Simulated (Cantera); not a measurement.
Input: 1 mol toluene, 0.47 mol NH3, 1.8 mol H2O, held at 900 K and 280 Pa.

These are equilibrium values from Cantera (NASA tables, ideal gas, pure condensed phases), not measurements of a reactor. Candidate condensed phases: C, C6H6, C7H8, C8H18, H2O; 136 gas species. Kinetics and transport are ignored.

Base state: H2 0.761, CO 0.209, N2 0.0276, H2O 0.00108, CO2 0.000682, CH4 0.000506 (mole fractions); condensed: C(graphite).

What changes in the equilibrium state with this change: toluene replaced by CH3OH?


```tsv
species	before	after
H2	0.761	0.556
H2O	0.00108	0.229
CO	0.209	0.0895
CO2	0.000682	0.0847
N2	0.0276	0.0409
CH4	0.000506	3.99e-7
C(graphite), mol	5.21	0
```

What changes in the equilibrium state with this change: pressure from 280 Pa to 1000 Pa?


```csv
species,before,after
H2,0.761,0.760
CO,0.209,0.204
N2,0.0276,0.0277
H2O,0.00108,0.00377
CO2,0.000682,0.00232
CH4,0.000506,0.00180
"C(graphite), mol",5.21,5.24
```

What changes in the equilibrium state with this change: H2O from 1.8 to 0.087 mol?


```json
[
 {"species": "H2", "before": "0.761", "after": "0.936"},
 {"species": "N2", "before": "0.0276", "after": "0.0460"},
 {"species": "CO", "before": "0.209", "after": "0.0169"},
 {"species": "CO2", "before": "0.000682", "after": "4.47e-6"},
 {"species": "H2O", "before": "0.00108", "after": "0.000108"},
 {"species": "CH4", "before": "0.000506", "after": "0.000766"},
 {"species": "C(graphite), mol", "before": "5.21", "after": "6.91"}
]
```
